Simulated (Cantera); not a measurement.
Charge: 1 mol TiO2, 0.44 mol Cl2, 0.38 mol H2, held at 848 K and 3600 Torr.

Cantera equilibrium calculation (NASA polynomials, part measured and part estimated; ideal gas, pure solids and liquids). Candidate condensed phases: H2O, Ti, TiCl2, TiCl3, TiCl4, TiO, TiO2, Ti2O3, Ti3O5, Ti4O7; 23 gas species. Condensed phases not in the tables: TiOCl. Gases not in the tables: TiO(OH)2. The numbers say what is thermodynamically allowed, not how fast it happens.

Base state: HCl 0.919, Cl2 0.0733, H2O 0.00489, TiCl4 0.00245 (mole fractions); condensed: TiO2(rutile).

Problem. What changes in the equilibrium state with this change: H2 from 0.38 to 0.052 mol?

Solution. 
```csv
species,before,after
Cl2,0.0733,0.789
HCl,0.919,0.210
H2O,0.00489,0.000670
TiCl4,0.00245,0.000356
O2,2.58e-8,2.05e-5
Cl,3.31e-6,1.09e-5
"TiO2(rutile), mol",0.998,1.000
```

Problem. What changes in the equilibrium state with this change: temperature from 848 K to 1175 K?

Solution. 
| species | before | after |
|---|---|---|
| HCl | 0.919 | 0.910 |
| Cl2 | 0.0733 | 0.0733 |
| H2O | 0.00489 | 0.0105 |
| TiCl4 | 0.00245 | 0.00528 |
| O2 | 2.58e-8 | 1.32e-5 |
| Cl | 3.31e-6 | 0.000447 |
| TiO2(rutile), mol | 0.998 | 0.996 |

Problem. What changes in the equilibrium state with this change: pressure from 3600 Torr to 10.5 Torr?

Solution. 
| species | before | after |
|---|---|---|
| HCl | 0.919 | 0.926 |
| Cl2 | 0.0733 | 0.0732 |
| H2O | 0.00489 | 0.000705 |
| TiCl4 | 0.00245 | 0.000353 |
| Cl | 3.31e-6 | 6.12e-5 |
| TiO2(rutile), mol | 0.998 | 1.000 |
